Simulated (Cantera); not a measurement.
Charge: 1 mol Si, 0.049 mol N₂O, 4 mol H₂, held at 10.0 mbar.

Method: chemical equilibrium by Gibbs-energy minimisation in Cantera with the NASA 1993 tables (ideal gas, pure condensed phases). Candidate condensed phases: H₂O, Si, SiO₂, Si₂N₂O, Si₃N₄; 35 gas species. Mutual solubility and eutectic melting of coexisting phases are not modelled. Gases not in the tables: Si₂H₆ and higher silanes. Equilibrium is a limit: real reactors are often held back by kinetics, nucleation or transport.

Q: Which condensed phases are stable at each of these points (T (°C)): 652, 802, 952, 1102, 1252, 1402, 1552, 1702, 1852?

A: 
```csv
T (°C),condensed phases,Si condensed (%)
652,Si(s) + Si₂N₂O(s),100.0
802,Si(s) + Si₂N₂O(s),100.0
952,Si(s) + Si₂N₂O(s),100.0
1102,Si(s) + Si₂N₂O(s),100.0
1252,Si(s) + Si₂N₂O(s),99.6
1402,Si(s),95.1
1552,Si(l),94.9
1702,Si(l),93.6
1852,Si(l),87.0
```

From 652 °C to 1252 °C the condensed part is Si(s) + Si₂N₂O(s). At 1402 °C the condensed part is Si(s). From 1552 °C to 1852 °C the condensed part is Si(l).
